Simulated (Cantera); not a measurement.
# Si2H6 + Cl2 + H2 (silicon epitaxy and polysilicon growth)

A closed system holds: 1 mol Si2H6, 0.25 mol Cl2, a varied amount of H2, held at 973 K and 10.0 Torr.

These are equilibrium values from Cantera (NASA tables, ideal gas, pure condensed phases), not measurements of a reactor. Candidate condensed phases: Si; 19 gas species. The feed counts by its element totals alone. The tables' values for SiCl3 are old estimates; treat these amounts as uncertain. Kinetics and transport are ignored.

```csv
n(H2) (mol),x H2,x HCl,x SiCl4,x SiHCl3,x SiCl2,x SiCl3,x SiH2Cl2,n Si(s)
4.5,0.971,0.0154,0.00945,0.00336,0.000391,0.000359,0.000124,1.90
14,0.983,0.0116,0.00303,0.00144,0.000221,0.000153,7.13e-5,1.92
24,0.988,0.00964,0.00141,0.000814,0.000151,8.63e-5,4.89e-5,1.93
34,0.990,0.00831,0.000777,0.000520,0.000112,5.51e-5,3.64e-5,1.94
43,0.992,0.00741,0.000489,0.000368,8.90e-5,3.89e-5,2.89e-5,1.95
53,0.993,0.00661,0.000309,0.000261,7.07e-5,2.76e-5,2.30e-5,1.96
63,0.994,0.00595,0.000203,0.000191,5.73e-5,2.02e-5,1.87e-5,1.97
72,0.994,0.00546,0.000143,0.000147,4.82e-5,1.55e-5,1.57e-5,1.97
```
x: gas mole fraction; n: condensed amount in mol.

From 4.5 mol H2 to 72 mol H2 the condensed part is Si(s). The main Si-bearing gas is SiCl4 at 4.5 mol H2 and SiHCl3 at 72 mol H2. The share of Si in condensed phases is highest at 72 mol H2 (98.6 %) and lowest at 4.5 mol H2 (94.8 %).
